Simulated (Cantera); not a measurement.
Adiabatic ignition

An adiabatic, constant-volume homogeneous reactor starts with 2.36 % CH₄, 1.91 % CO, 9.14 % O₂, 86.0 % N₂, 0.612 % C₂H₆, equivalence ratio 0.85, at 1523 K and 26000 Pa.

Cantera simulation using GRI-Mech 3.0 (53 species, 325 reactions); the numbers are that mechanism's predictions, not measurements.

```
t (s)     T (K)  P (bar)   x CH₄    x CO    x O₂      x H     x HCO    x CH₂O     x HCN
--------  -----  -------  ------  ------  ------  -------  --------  --------  --------
3.00e-6    1523    0.260  0.0236  0.0191  0.0914  2.64e-8    <1e-12   1.82e-8    <1e-12
7.44e-6    1523    0.260  0.0236  0.0191  0.0914  9.01e-8  3.17e-12   1.19e-7    <1e-12
1.85e-5    1522    0.260  0.0236  0.0191  0.0914  4.21e-7  4.11e-11   7.58e-7    <1e-12
4.58e-5    1521    0.260  0.0235  0.0191  0.0914  2.23e-6  8.59e-10   5.29e-6    <1e-12
0.000114   1520    0.260  0.0234  0.0191  0.0912  1.42e-5   3.86e-8   5.55e-5  4.99e-12
0.000282   1529    0.262  0.0212  0.0197  0.0888  9.16e-5   2.49e-6  0.000700   1.31e-9
0.000698   2020    0.355  <1e-12  0.0256  0.0259   0.0148   1.94e-8  1.64e-11  1.08e-12
0.00173    2169    0.378  <1e-12  0.0223  0.0237  0.00858   1.02e-8  1.41e-11  1.81e-12
0.00430    2324    0.401  <1e-12  0.0174  0.0209  0.00368   3.62e-9  9.69e-12  4.45e-12
0.0107     2416    0.415  <1e-12  0.0131  0.0184  0.00174   1.44e-9  6.32e-12  1.14e-11
0.0264     2426    0.416  <1e-12  0.0123  0.0173  0.00150   1.23e-9  5.88e-12  1.77e-11
0.0655     2421    0.415  <1e-12  0.0124  0.0164  0.00148   1.21e-9  5.91e-12  2.36e-11
0.163      2420    0.415  <1e-12  0.0124  0.0160  0.00146   1.21e-9  5.92e-12  2.60e-11
0.403      2419    0.415  <1e-12  0.0124  0.0160  0.00146   1.21e-9  5.92e-12  2.62e-11
1.00       2419    0.415  <1e-12  0.0124  0.0160  0.00146   1.21e-9  5.92e-12  2.62e-11
```
x: mole fraction; the columns are a selection and need not sum to one.

The time of steepest temperature rise comes out as 0.517 ms and the temperature at 1.00 s is 2419 K. The equilibrium temperature comes out as 2419 K. The x(CH₄) at 1.00 s is <1e-12 (gas-phase equilibrium <1e-12) and the x(CO) at 1.00 s is 0.0124 (gas-phase equilibrium 0.0124). The x(O₂) at 1.00 s comes out as 0.0160 (gas-phase equilibrium 0.0160).
